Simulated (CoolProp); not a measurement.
Vapour-liquid equilibrium of n-octane (1) + n-dodecane (2) at 445.3 K; x and y are mole fractions of (1).

Model: multi-fluid Helmholtz-energy mixture model, Beckmüller 2019 and Lemmon 2004; pair parameters Bell 2016, in CoolProp.

```tsv
x	bubble pressure (bar)	y at the bubble point	dew pressure at overall composition x (bar)	liquid density (mol/L)
0.05	0.4272	0.301	0.3255	3.766
0.125	0.6077	0.540	0.3505	3.844
0.2	0.7952	0.674	0.3795	3.925
0.275	0.9897	0.760	0.4138	4.008
0.35	1.191	0.819	0.4549	4.094
0.425	1.399	0.862	0.5049	4.183
0.5	1.612	0.894	0.5673	4.274
0.575	1.832	0.920	0.6471	4.367
0.65	2.056	0.941	0.7531	4.463
0.725	2.284	0.957	0.9005	4.561
0.8	2.516	0.972	1.119	4.661
0.875	2.752	0.984	1.479	4.763
0.95	2.991	0.994	2.177	4.866
```

No azeotrope shows between x = 0.05 and 0.95.

Pair parameters are fitted to limited data, so mixtures are less certain than the pure fluids.
